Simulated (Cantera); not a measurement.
A Cantera script and its output.

```python
import numpy as np
import cantera as ct

gas = ct.Solution("gri30.yaml")
gas.TPX = 1923, 1333, {'C3H8': 1, 'H2': 2.1}
inlet = ct.Reservoir(gas, clone=True)

reactor = ct.IdealGasConstPressureReactor(gas, energy="off", clone=False)
exhaust = ct.Reservoir(gas, clone=True)
tau = [4.5, 1.3, 0.35, 0.099, 0.028, 0.0078, 0.0022, 0.00061][0]
for a, b in ((inlet, reactor), (reactor, exhaust)):
    ct.MassFlowController(a, b, mdot=lambda t: reactor.mass / tau)
net = ct.ReactorNet([reactor])
show = ['C3H8', 'H2', 'CH2', 'C2H2', 'CH4', 'C2H', 'C2H6']

rows = []
print(f"{'tau/s':>10s}{'T/K':>9s}" + "".join(f"{s:>11s}" for s in show))
for tau in [4.5, 1.3, 0.35, 0.099, 0.028, 0.0078, 0.0022, 0.00061]:
    net.initial_time = 0.0
    net.advance(30 * tau)
    before = gas.X
    net.advance(40 * tau)
    drift = np.max(np.abs(gas.X - before) / (gas.X + 1e-9))
    rows.append([gas.T, *gas[show].X, drift])
    print(f"{tau:10.3e}{gas.T:9.1f}" + "".join(f"{x:11.3e}" for x in gas[show].X))
```

Output:

```
     tau/s      T/K       C3H8         H2        CH2       C2H2        CH4        C2H       C2H6
 4.500e+00   1923.0  1.153e-06  7.454e-01  5.452e-06  2.438e-01  4.132e-03  2.740e-05  2.377e-07
 1.300e+00   1923.0  4.359e-06  7.420e-01  8.329e-06  2.424e-01  8.997e-03  2.415e-05  9.919e-07
 3.500e-01   1923.0  1.722e-05  7.340e-01  1.277e-05  2.392e-01  1.913e-02  2.221e-05  4.163e-06
 9.900e-02   1923.0  6.219e-05  7.198e-01  1.916e-05  2.334e-01  3.601e-02  2.189e-05  1.503e-05
 2.800e-02   1923.0  2.194e-04  6.970e-01  2.855e-05  2.233e-01  6.199e-02  2.254e-05  4.960e-05
 7.800e-03   1923.0  7.789e-04  6.636e-01  4.249e-05  2.055e-01  9.780e-02  2.336e-05  1.516e-04
 2.200e-03   1923.0  2.741e-03  6.214e-01  6.299e-05  1.753e-01  1.372e-01  2.292e-05  4.213e-04
 6.100e-04   1923.0  9.944e-03  5.767e-01  9.423e-05  1.243e-01  1.651e-01  1.839e-05  1.119e-03
```

Computed with Cantera and GRI-Mech 3.0 (53 species, 325 reactions). GRI-Mech 3.0 was tuned for natural gas; its chemistry of propane as a main component is partial and can be far from experiment. GRI-Mech 3.0 stops at C3 and has no aromatics, soot or wall deposition, so with more carbon than oxygen in the feed, carbon stays in small species such as C2H2 where larger ones or solid carbon would form. Radical loss at walls, strong at low pressure, is not modelled.
